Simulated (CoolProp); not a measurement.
Vapour-liquid equilibrium of CH2F2 (R32) (1) + R142b (2) at 1.46 bar; x and y are mole fractions of (1).

Model: multi-fluid Helmholtz-energy mixture model, Tillner-Roth 1997 and Lemmon 2006; pair parameters Bell 2016, in CoolProp.

```json
[
 {"x": "0.05", "bubble temperature, mixture model (°C)": "-6.4", "bubble temperature, Raoult's law (°C)": "-5.4", "y, mixture model": "0.254", "y, Raoult's law": "0.234"},
 {"x": "0.2", "bubble temperature, mixture model (°C)": "-21.0", "bubble temperature, Raoult's law (°C)": "-17.5", "y, mixture model": "0.651", "y, Raoult's law": "0.610"},
 {"x": "0.35", "bubble temperature, mixture model (°C)": "-29.7", "bubble temperature, Raoult's law (°C)": "-25.7", "y, mixture model": "0.805", "y, Raoult's law": "0.781"},
 {"x": "0.5", "bubble temperature, mixture model (°C)": "-35.0", "bubble temperature, Raoult's law (°C)": "-31.7", "y, mixture model": "0.878", "y, Raoult's law": "0.874"},
 {"x": "0.65", "bubble temperature, mixture model (°C)": "-38.5", "bubble temperature, Raoult's law (°C)": "-36.3", "y, mixture model": "0.920", "y, Raoult's law": "0.931"},
 {"x": "0.8", "bubble temperature, mixture model (°C)": "-41.1", "bubble temperature, Raoult's law (°C)": "-40.1", "y, mixture model": "0.952", "y, Raoult's law": "0.968"},
 {"x": "0.95", "bubble temperature, mixture model (°C)": "-43.4", "bubble temperature, Raoult's law (°C)": "-43.3", "y, mixture model": "0.986", "y, Raoult's law": "0.993"}
]
```

The largest gap from Raoult's law is -4.0 K in bubble temperature, at x = 0.35. No azeotrope shows between x = 0.05 and 0.95.

The pair parameters rest on a limited set of measurements; away from them the model extrapolates.
